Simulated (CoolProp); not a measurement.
Properties of benzene along the isobar 14.2 MPa.

Computed with CoolProp (reference Helmholtz-energy equation of state, Thol 2012).

| T (K) | phase | density (kg/m³) | Joule-Thomson coefficient (K/MPa) | conductivity (mW/(m K)) | fugacity coefficient |
|---|---|---|---|---|---|
| 556.4 | liquid | 587.4 | 0.3125 | 83.2 | 0.2927 |
| 561.3 | liquid | 579.7 | 0.3563 | 82.3 | 0.3045 |
| 566.2 | supercritical | 571.8 | 0.4034 | 81.5 | 0.3165 |
| 571.1 | supercritical | 563.8 | 0.4538 | 80.7 | 0.3285 |
| 576 | supercritical | 555.6 | 0.5078 | 79.9 | 0.3407 |
| 580.9 | supercritical | 547.2 | 0.5657 | 79.1 | 0.3529 |
| 585.7 | supercritical | 538.8 | 0.6264 | 78.4 | 0.3649 |
| 590.6 | supercritical | 530.0 | 0.6925 | 77.8 | 0.3772 |
| 595.5 | supercritical | 521.1 | 0.7630 | 77.1 | 0.3895 |
| 600.4 | supercritical | 512.0 | 0.8380 | 76.5 | 0.4018 |
| 605.3 | supercritical | 502.7 | 0.9177 | 76.0 | 0.4141 |
| 610.2 | supercritical | 493.3 | 1.002 | 75.5 | 0.4264 |
| 615.1 | supercritical | 483.7 | 1.091 | 75.1 | 0.4386 |
| 620 | supercritical | 473.9 | 1.185 | 74.7 | 0.4508 |

Thermal conductivity comes from a separate model (Assael 2012).
